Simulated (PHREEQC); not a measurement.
Na2HPO4 is added in steps, without added water, to 1 kg of water holding 0.017 mol AgNO3 and 0.068 mol KBr, at 20 °C. O2 is buffered at 0.21 atm. CO2 from the air is kept out. Solids allowed: Bromyrite, Ag2O, Ag3PO4. Others were left out.

Base run: PHREEQC, ion-association model, wateq4f.dat. Each further column changes one thing. The table gives NaHPO4- (mol/kgw).

```
Na2HPO4 added (mol)      base  temperature from 20 to 80 °C  KBr from 0.068 to 0.136 mol/kgw  KBr left out  no solid may form
-------------------  --------  ----------------------------  -------------------------------  ------------  -----------------
0                           0                             0                                0             0                  0
0.00625               5.61e-5                           ___                          4.52e-5           ___            5.45e-5
0.0125               0.000209                      0.000186                         0.000173           ___           0.000204
0.025                0.000749                      0.000661                         0.000643      0.000560           0.000735
0.03125               0.00112                      0.000983                         0.000971      0.000928            0.00110
0.0375                0.00154                       0.00135                          0.00136       0.00136            0.00152
0.04375               0.00202                       0.00177                          0.00179       0.00184            0.00199
0.05625               0.00312                           ___                          0.00281       0.00296            0.00308
0.0625                0.00374                       0.00325                          0.00339       0.00358            0.00370
0.06875               0.00440                       0.00382                          0.00401       0.00425            0.00435
0.075                 0.00510                       0.00442                          0.00467       0.00495            0.00505
0.0875                0.00661                       0.00571                          0.00611       0.00648            0.00655
0.09375               0.00742                       0.00641                          0.00689       0.00730            0.00736
0.1                   0.00826                       0.00713                          0.00770       0.00815            0.00820
```

Fill in the missing entries.


- 0.00625, temperature from 20 to 80 °C: 4.98e-5
- 0.00625, KBr left out: 1.47e-6
- 0.0125, KBr left out: 5.30e-5
- 0.05625, temperature from 20 to 80 °C: 0.00272

H3PO4, which wateq4f.dat lacks, is added to it with the constant of phreeqc.dat. The database has no phosphate complexes of Ag. At this temperature some constants are extrapolated from 25 °C, and those without enthalpy data are left unchanged. In at least one series the solution becomes supersaturated in solids that the run did not let form, among them Bromyrite. Solids allowed in the column 'KBr left out': Ag2O, Ag3PO4.
